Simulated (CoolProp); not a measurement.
A single-stage vapour-compression cycle with propane: evaporating at 253.15 K (dew point), condensing at 286.15 K (bubble point), superheat 5 K, subcooling 8 K, compressor efficiency 0.75, no pressure losses. Each further row changes one setting.

The numbers come from the reference Helmholtz-energy equation of state, Lemmon 2009 in CoolProp.

| case | cooling COP | pressure ratio | discharge temperature (K) | refrigerating effect (kJ/kg) | volumetric capacity (kJ/m³) |
|---|---|---|---|---|---|
| as stated | 5.27 | 2.83 | 306.0 | 347 | 1870 |
| evaporating temperature 258.15 K | 6.45 | (withheld) | (withheld) | 353 | 2240 |
| condensing temperature 281.15 K | 6.35 | 2.46 | 299.4 | 360 | 1930 |
| subcooling 13 K | 5.46 | 2.83 | 306.0 | 360 | 1930 |
| superheat 15 K | (withheld) | 2.83 | 316.2 | 363 | 1860 |
| compressor efficiency 0.65 | 4.57 | 2.83 | 311.4 | 347 | 1870 |

Task: Complete the blanks.

Result: 
- evaporating temperature 258.15 K, pressure ratio: 2.37
- evaporating temperature 258.15 K, discharge temperature (K): 303.3
- superheat 15 K, cooling COP: 5.26
